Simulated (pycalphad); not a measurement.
Computed with pycalphad from the COST 507 light-alloy database (1999), at 1 atm. The database dates from 1999; later assessments differ in places, in temperatures and in the compounds included. Amounts are mole fractions of atoms.

Q: Give the equilibrium state of Si-82.68Al (wt.%) at 800 K.

A: FCC_A1, fraction 0.841, with 99.0 Al wt.%; DIAMOND_A4, fraction 0.159, with <0.01 Al wt.%.

Q: Give the equilibrium state of Si-82.68Al (wt.%) at 900 K.

A: LIQUID, fraction 0.982, with 84.3 Al wt.%; DIAMOND_A4, fraction 0.018, with <0.01 Al wt.%.

FCC_A1 is fcc; DIAMOND_A4 is diamond (Si).
